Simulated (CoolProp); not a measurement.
Vapour-liquid equilibrium of n-heptane (1) + toluene (2) at 0.0374 MPa; x and y are mole fractions of (1).

Model: multi-fluid Helmholtz-energy mixture model, Span 2003 and Lemmon 2006; pair parameters Bell 2016, in CoolProp.

| x | bubble temperature (K) | y at the bubble point | dew temperature at overall composition x (K) | liquid density (mol/L) |
|---|---|---|---|---|
| 0.05 | 350.5 | 0.097 | 351.3 | 8.652 |
| 0.125 | 348.7 | 0.215 | 350.1 | 8.434 |
| 0.2 | 347.2 | 0.311 | 348.9 | 8.222 |
| 0.275 | 346.0 | 0.391 | 347.8 | 8.018 |
| 0.35 | 345.1 | 0.463 | 346.6 | 7.822 |
| 0.425 | 344.3 | 0.528 | 345.6 | 7.633 |
| 0.5 | 343.6 | 0.589 | 344.6 | 7.452 |
| 0.575 | 343.0 | 0.649 | 343.7 | 7.278 |
| 0.65 | 342.5 | 0.708 | 343.0 | 7.111 |
| 0.725 | 342.0 | 0.767 | 342.3 | 6.950 |
| 0.8 | 341.7 | 0.828 | 341.8 | 6.796 |
| 0.875 | 341.3 | 0.891 | 341.4 | 6.647 |
| 0.95 | 341.1 | 0.955 | 341.1 | 6.504 |

No azeotrope shows between x = 0.05 and 0.95.

Pair parameters are fitted to limited data, so mixtures are less certain than the pure fluids.
